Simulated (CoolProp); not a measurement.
Model: reference Helmholtz-energy equation of state, Span 1996, in CoolProp.

Question: For carbon dioxide, give the phase and the cv (kJ/(kg K)), speed of sound (m/s), viscosity (µPa s), conductivity (mW/(m K)) at 307.9 K and 0.0117 MPa; 307.9 K and 0.0265 MPa; 307.9 K and 0.137 MPa.

Answer: 
- 307.9 K and 0.0117 MPa: gas; cv 0.665, speed of sound 273, viscosity 15.4, conductivity 17.3
- 307.9 K and 0.0265 MPa: gas; cv 0.666, speed of sound 273, viscosity 15.4, conductivity 17.3
- 307.9 K and 0.137 MPa: gas; cv 0.668, speed of sound 272, viscosity 15.4, conductivity 17.4

Viscosity comes from a separate model (Laesecke 2017). Thermal conductivity comes from a separate model (Huber 2016).
